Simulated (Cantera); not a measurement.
An adiabatic, constant-pressure homogeneous reactor starts with C3H8 : O2 : N2 = 1 : 3.57 : 13.4 (molar parts), at 1100 K and 510 Torr. Integrator tolerance rtol = 1e-08.

Detailed kinetics in Cantera: GRI-Mech 3.0 (53 species, 325 reactions). GRI-Mech 3.0 was tuned for natural gas; its chemistry of propane as a main component is partial and can be far from experiment.

### Question
What does this change do: pressure from 510 Torr to 7500 Torr?

### Answer
```json
[
 {"quantity": "time of steepest temperature rise", "before": "69.0 ms", "after": "11.3 ms"},
 {"quantity": "temperature at 0.900 s", "before": "2568 K", "after": "2652 K"},
 {"quantity": "equilibrium temperature", "before": "2568 K", "after": "2652 K"},
 {"quantity": "x(C3H8) at 0.900 s", "before": "<1e-12 (gas-phase equilibrium <1e-12)", "after": "<1e-12 (gas-phase equilibrium <1e-12)"},
 {"quantity": "x(O2) at 0.900 s", "before": "0.00101 (gas-phase equilibrium 0.00101)", "after": "0.000165 (gas-phase equilibrium 0.000165)"},
 {"quantity": "x(NO) at 0.900 s", "before": "0.00163 (gas-phase equilibrium 0.00163)", "after": "0.000759 (gas-phase equilibrium 0.000759)"},
 {"quantity": "x(HCO) at 0.900 s", "before": "7.40e-8 (gas-phase equilibrium 7.40e-8)", "after": "3.50e-7 (gas-phase equilibrium 3.50e-7)"},
 {"quantity": "x(O) at 0.900 s", "before": "0.000779 (gas-phase equilibrium 0.000779)", "after": "0.000120 (gas-phase equilibrium 0.000120)"},
 {"quantity": "x(H2) at 0.900 s", "before": "0.0447 (gas-phase equilibrium 0.0447)", "after": "0.0438 (gas-phase equilibrium 0.0438)"}
]
```

### Question
What does this change do: initial temperature 1100 to 1800 K?

### Answer
```csv
quantity,before,after
time of steepest temperature rise,69.0 ms,19.6 µs
temperature at 0.900 s,2568 K,2854 K
equilibrium temperature,2568 K,2854 K
x(C3H8) at 0.900 s,<1e-12 (gas-phase equilibrium <1e-12),<1e-12 (gas-phase equilibrium <1e-12)
x(O2) at 0.900 s,0.00101 (gas-phase equilibrium 0.00101),0.00599 (gas-phase equilibrium 0.00599)
x(NO) at 0.900 s,0.00163 (gas-phase equilibrium 0.00163),0.00600 (gas-phase equilibrium 0.00600)
x(HCO) at 0.900 s,7.40e-8 (gas-phase equilibrium 7.40e-8),1.72e-7 (gas-phase equilibrium 1.72e-7)
x(O) at 0.900 s,0.000779 (gas-phase equilibrium 0.000779),0.00632 (gas-phase equilibrium 0.00632)
x(H2) at 0.900 s,0.0447 (gas-phase equilibrium 0.0447),0.0492 (gas-phase equilibrium 0.0492)
```

### Question
What does this change do: initial temperature 1100 to 1700 K?

### Answer
```csv
quantity,before,after
time of steepest temperature rise,69.0 ms,30.1 µs
temperature at 0.900 s,2568 K,2821 K
equilibrium temperature,2568 K,2821 K
x(C3H8) at 0.900 s,<1e-12 (gas-phase equilibrium <1e-12),<1e-12 (gas-phase equilibrium <1e-12)
x(O2) at 0.900 s,0.00101 (gas-phase equilibrium 0.00101),0.00519 (gas-phase equilibrium 0.00519)
x(NO) at 0.900 s,0.00163 (gas-phase equilibrium 0.00163),0.00535 (gas-phase equilibrium 0.00535)
x(HCO) at 0.900 s,7.40e-8 (gas-phase equilibrium 7.40e-8),1.57e-7 (gas-phase equilibrium 1.57e-7)
x(O) at 0.900 s,0.000779 (gas-phase equilibrium 0.000779),0.00517 (gas-phase equilibrium 0.00517)
x(H2) at 0.900 s,0.0447 (gas-phase equilibrium 0.0447),0.0483 (gas-phase equilibrium 0.0483)
```
